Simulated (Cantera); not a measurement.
Input: 1 mol CF₄, 0.52 mol H₂, at 0.0353 Torr.

These are equilibrium values from Cantera (NASA tables, ideal gas, pure condensed phases), not measurements of a reactor. Candidate condensed phases: C, C₆H₆, C₇H₈, C₈H₁₈; 95 gas species. Gases not in the tables: C₂F₆ and larger saturated fluorocarbons. The numbers say what is thermodynamically allowed, not how fast it happens.

x: gas mole fraction; n: condensed amount in mol.

| T (°C) | x HF | x F | x CF₄ | x CF₂ | x CF₃ | x CF | n C(graphite) |
|---|---|---|---|---|---|---|---|
| 977 | 0.584 | 1.75e-5 | 0.416 | 4.49e-5 | 5.13e-6 | 1.90e-10 | 0.260 |
| 1052 | 0.584 | 9.77e-5 | 0.416 | 0.000207 | 1.77e-5 | 2.69e-9 | 0.260 |
| 1127 | 0.584 | (withheld) | 0.415 | (withheld) | (withheld) | (withheld) | 0.259 |
| 1202 | 0.583 | 0.00181 | 0.413 | 0.00274 | 0.000143 | 2.37e-7 | 0.258 |
| 1277 | 0.579 | (withheld) | 0.406 | (withheld) | (withheld) | (withheld) | 0.255 |
| 1352 | 0.569 | 0.0193 | 0.389 | 0.0217 | 0.000754 | 8.98e-6 | 0.249 |
| 1427 | 0.546 | 0.0530 | 0.349 | 0.0510 | 0.00145 | 4.24e-5 | 0.236 |
| 1502 | 0.498 | 0.128 | 0.269 | 0.103 | 0.00235 | 0.000169 | 0.218 |
| 1577 | 0.420 | 0.264 | 0.149 | 0.164 | 0.00281 | 0.000548 | 0.218 |
| 1652 | 0.342 | 0.433 | 0.0438 | 0.178 | 0.00198 | 0.00137 | 0.314 |
| 1727 | 0.299 | 0.562 | 0.00635 | 0.130 | 0.000788 | 0.00261 | 0.516 |

### Question
Some entries are withheld; supply them.

### Answer

- 1277, x F: 0.00629
- 1277, x CF₂: 0.00818
- 1277, x CF₃: 0.000346
- 1277, x CF: 1.60e-6
- 1127, x F: 0.000455
- 1127, x CF₂: 0.000809
- 1127, x CF₃: 5.34e-5
- 1127, x CF: 2.85e-8
